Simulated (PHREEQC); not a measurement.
Consider water at 75 °C with 2.5 mmol/kgw HCl and 0.094 mmol/kgw MgCl2. Closed to the air; pH follows from the charge balance.

Model: ion-association model, wateq4f.dat, run in PHREEQC.

The pH is 2.63, the ionic strength is 0.00278 mol/kgw and the total alkalinity is -2.50 meq/kg.

| species | molality | activity | log γ |
|---|---|---|---|
| Cl- | 0.00269 | 0.00252 | -0.028 |
| H+ | 0.00250 | 0.00236 | -0.026 |
| Mg+2 | 9.40e-5 | 7.33e-5 | -0.108 |

Precipitation was switched off in this run. At this temperature some constants are extrapolated from 25 °C, and those without enthalpy data are left unchanged.
